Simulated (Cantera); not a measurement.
A perfectly stirred reactor is fed with 12.0 % CH4, 18.5 % O2, 69.4 % N2, 0.168 % H2, equivalence ratio 1.3, at 1000000 Pa; it is adiabatic with a 473 K inlet, and is followed from long to short residence time, starting on the burning branch (τ in s: 0.032, 0.019, 0.011, 0.0065, 0.0038, 0.0022, 0.0013, 0.00077, 0.00045, 0.00027, 0.00016, 9.2e-05).

Model: GRI-Mech 3.0 (53 species, 325 reactions), integrated in Cantera.

One state of this run: T (K) = 2180; x CH4 = 0.000336; x O2 = 0.000191; x C2H = 1.06e-8; x CH2O = 4.09e-6; x NO2 = 2.35e-9; x CH3 = 6.12e-5. x: mole fraction; the columns are a selection and need not sum to one.

Which value of τ (s) does it belong to?
(A) 0.00045
(B) 0.0038
(C) 0.011
(D) 0.0022

C, 0.011
